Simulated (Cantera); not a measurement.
What does this Cantera script print?

```python
import numpy as np
import cantera as ct

gas = ct.Solution("h2o2.yaml")


def delay(T, t_max=10):
    gas.TPX = T, 500000, {'H2': 1, 'O2': 0.515, 'N2': 3.09}
    reactor = ct.IdealGasConstPressureReactor(gas, clone=False)
    net = ct.ReactorNet([reactor])
    net.rtol, net.atol = 1e-8, 1e-16
    while net.time < t_max:
        t_old, T_old = net.time, reactor.T
        net.step()
        if reactor.T > T + 400:  # ignition: a rise of 400 K
            return t_old + (T + 400 - T_old) / (reactor.T - T_old) * (net.time - t_old)
    return np.nan


taus = []
for T in [1150, 1200, 1250, 1300, 1350, 1400, 1450]:
    taus.append(delay(T))
    print(f"T0 = {T:6g} K   tau = {taus[-1]:.4e} s")
```

It prints:

```
T0 =   1150 K   tau = 5.4188e-05 s
T0 =   1200 K   tau = 2.0942e-05 s
T0 =   1250 K   tau = 1.2889e-05 s
T0 =   1300 K   tau = 9.1812e-06 s
T0 =   1350 K   tau = 7.0490e-06 s
T0 =   1400 K   tau = 5.6774e-06 s
T0 =   1450 K   tau = 4.7359e-06 s
```

Computed with Cantera and the H2/O2 subset of GRI-Mech 3.0, which has no nitrogen chemistry. The hydrogen kinetics of GRI-Mech 3.0 are dated; newer H2 mechanisms differ, most at raised pressure. Where the delays flatten at high temperature, the 400 K rule measures the pace of heat release, not the induction time.
